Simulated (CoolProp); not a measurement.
A simple Rankine cycle with ammonia: condensing at 291.15 K, boiler at 8.31 MPa, turbine inlet 538.1 K, turbine efficiency 0.8, pump efficiency 0.6, no recuperator. Each further row changes one setting.

Values from CoolProp's reference Helmholtz-energy equation of state, Gao 2020.

```
case                             thermal efficiency (%)  net work (kJ/kg)  heat in (kJ/kg)  turbine exit temperature (K)  volume ratio over the turbine
-------------------------------  ----------------------  ----------------  ---------------  ----------------------------  -----------------------------
as stated                                          19.6               333             1700                         356.9                           7.27
turbine inlet 558.1 K                              20.0               353             1760                         373.9                           7.28
condensing temperature 283.15 K                    20.9               364             1740                         341.3                           9.12
boiler pressure 5.82 MPa                           17.7               307             1740                         383.8                           5.36
turbine efficiency 0.7                             17.0               289             1700                         375.2                           7.70
```
